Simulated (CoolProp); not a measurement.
500 sccm (0 °C, 1 atm) of nitrogen bubbles through liquid ethanol at 305.3 K and leaves saturated at a total pressure of 0.0407 MPa (ideal gas phase). Each further row changes one setting.

Model: reference Helmholtz-energy equation of state, Schroeder 2014, in CoolProp.

| case | vapour pressure (kPa) | mole fraction of vapour | delivery (mg/min) | delivery (sccm) | change of delivery for a bath 1 K warmer (%) |
|---|---|---|---|---|---|
| as stated | 11.8 | [?] | [?] | [?] | 8.1 |
| bath temperature 310.3 K | 15.4 | 0.379 | 626 | 305 | [?] |
| total pressure 0.0814 MPa | 11.8 | [?] | [?] | 84.6 | 6.6 |

Question: Complete the blanks.

Answer: 
- as stated, mole fraction of vapour: 0.290
- as stated, delivery (mg/min): 419
- as stated, delivery (sccm): 204
- bath temperature 310.3 K, change of delivery for a bath 1 K warmer (%): 9.0
- total pressure 0.0814 MPa, mole fraction of vapour: 0.145
- total pressure 0.0814 MPa, delivery (mg/min): 174
